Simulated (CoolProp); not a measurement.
Vapour-liquid equilibrium of hydrogen sulfide (1) + benzene (2) at 295.3 K; x and y are mole fractions of (1).

Computed with CoolProp (multi-fluid Helmholtz-energy mixture model, Lemmon 2006 and Thol 2012; pair parameters Bell 2016).

| x | bubble pressure (bar) | y at the bubble point | dew pressure at overall composition x (bar) | liquid density (mol/L) |
|---|---|---|---|---|
| 0.05 | 0.9745 | 0.888 | 0.1170 | 11.57 |
| 0.2 | 3.464 | 0.971 | 0.1389 | 12.71 |
| 0.35 | 5.958 | 0.985 | (withheld) | (withheld) |
| 0.5 | (withheld) | 0.991 | 0.2219 | (withheld) |
| 0.65 | (withheld) | 0.995 | 0.3164 | (withheld) |
| 0.8 | 14.42 | 0.997 | 0.5504 | 19.63 |
| 0.95 | 17.66 | 0.999 | 2.106 | 22.10 |

### Question
Complete the blanks.

### Answer

- 0.35, dew pressure at overall composition x (bar): 0.1709
- 0.35, liquid density (mol/L): 14.04
- 0.5, bubble pressure (bar): 8.581
- 0.5, liquid density (mol/L): 15.61
- 0.65, bubble pressure (bar): 11.40
- 0.65, liquid density (mol/L): 17.45

No azeotrope shows between x = 0.05 and 0.95.

Pair parameters are fitted to limited data, so mixtures are less certain than the pure fluids.
